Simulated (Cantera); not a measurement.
A perfectly stirred reactor is fed with 0.528 % CO, 1.76 % O2, 0.0186 % H2O, 97.7 % N2, at 1.01 bar; it is held at 1500 K, and followed from long to short residence time.

Model: GRI-Mech 3.0 (53 species, 325 reactions), integrated in Cantera.

x: mole fraction; the columns are a selection and need not sum to one.

```
τ (s)       x CO    x O2     x H2O     x NO     x OH    x H2O2
------  --------  ------  --------  -------  -------  --------
5.5      3.97e-5  0.0150  0.000181  1.50e-5  9.80e-6  1.48e-10
2.8      6.30e-5  0.0150  0.000180  1.50e-5  1.19e-5  2.16e-10
1.4     0.000101  0.0150  0.000178  1.46e-5  1.45e-5  3.20e-10
0.74    0.000155  0.0150  0.000176  1.38e-5  1.75e-5  4.57e-10
0.38    0.000242  0.0150  0.000174  1.24e-5  2.12e-5  6.60e-10
0.19    0.000380  0.0151  0.000170  1.05e-5  2.58e-5  9.50e-10
0.099   0.000578  0.0152  0.000166  8.49e-6  3.07e-5   1.30e-9
0.051        [?]  0.0153  0.000160      [?]      [?]       [?]
0.026    0.00130  0.0154  0.000153  4.76e-6  4.16e-5   2.19e-9
0.013        [?]  0.0156  0.000145      [?]  4.63e-5   2.58e-9
0.0068   0.00265  0.0159  0.000140  1.88e-6  4.84e-5   2.74e-9
```

Some entries are withheld; supply them.


- 0.051, x CO: 0.000872
- 0.051, x NO: 6.54e-6
- 0.051, x OH: 3.62e-5
- 0.051, x H2O2: 1.73e-9
- 0.013, x CO: 0.00192
- 0.013, x NO: 3.16e-6
